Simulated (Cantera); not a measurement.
# Gas-phase reforming

A perfectly stirred reactor is fed with 26.9 % CH4, 73.1 % H2O, at 17.0 bar; it is held at 1575 K, and followed from long to short residence time.

Model: GRI-Mech 3.0 (53 species, 325 reactions), integrated in Cantera. The pressure lies above the range GRI-Mech 3.0 was tuned for (to about 10 atm).

```tsv
τ (s)	x CH4	x H2O	x CO	x O	x H2	x CH2CO
0.46	0.120	0.532	0.0365	4.17e-12	0.264	1.01e-5
0.21	0.126	0.572	0.0240	4.35e-12	0.228	1.62e-5
0.095	0.133	0.609	0.0147	4.46e-12	0.192	2.28e-5
0.044	0.148	0.641	0.00850	4.68e-12	0.157	2.69e-5
0.020	0.172	0.669	0.00452	5.35e-12	0.117	2.63e-5
0.0091	0.201	0.691	0.00217	6.79e-12	0.0785	2.11e-5
0.0042	0.227	0.708	0.000947	8.88e-12	0.0469	1.33e-5
```
x: mole fraction; the columns are a selection and need not sum to one.
